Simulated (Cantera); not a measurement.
## Ti + H₂O + H₂ (metals in furnace atmospheres)

Input: 1 mol Ti, 3.4 mol H₂O, 4.9 mol H₂, equilibrated at 1848.15 K and 2.40 mbar.

Cantera equilibrium calculation (NASA polynomials, part measured and part estimated; ideal gas, pure solids and liquids). Candidate condensed phases: H₂O, Ti, TiO, TiO₂, Ti₂O₃, Ti₃O₅, Ti₄O₇; 12 gas species. Rates play no part.

The x(H₂) is 0.822. The x(H₂O) is 0.168 and the x(H) is 0.00983. The x(OH) comes out as 0.000147 and the x(TiO₂) is 4.45e-6. The x(O) is 1.34e-6 and the n(TiO₂(rutile)) is 1.000 mol. The gas amount is 8.342 mol. The log10 activity of Ti₄O₇(s) (absent) is -0.19 and the log10 activity of Ti₃O₅(s) (absent) is -0.28. The log10 activity of Ti₂O₃(s) (absent) comes out as -0.86.
